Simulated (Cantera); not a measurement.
## MgO + F2 (oxide etching and cleaning by halides)

Charge: 1 mol MgO, 2.4 mol F2, equilibrated at 1425 K and 8800 Pa.

Method: chemical equilibrium by Gibbs-energy minimisation in Cantera with the NASA 1993 tables (ideal gas, pure condensed phases). Candidate condensed phases: Mg, MgF2, MgO; 14 gas species. Equilibrium is a limit: real reactors are often held back by kinetics, nucleation or transport.

- x(F): 0.829
- x(O2): 0.154
- x(F2): 0.0165
- x(MgF2): 0.000131
- x(FO): 2.55e-5
- x(FO2): 7.46e-6
- x(O): 1.84e-6
- n(MgF2(s)): 1.000 mol
- gas amount: 3.247 mol
- log10 activity of Mg(l) (absent): -29.30
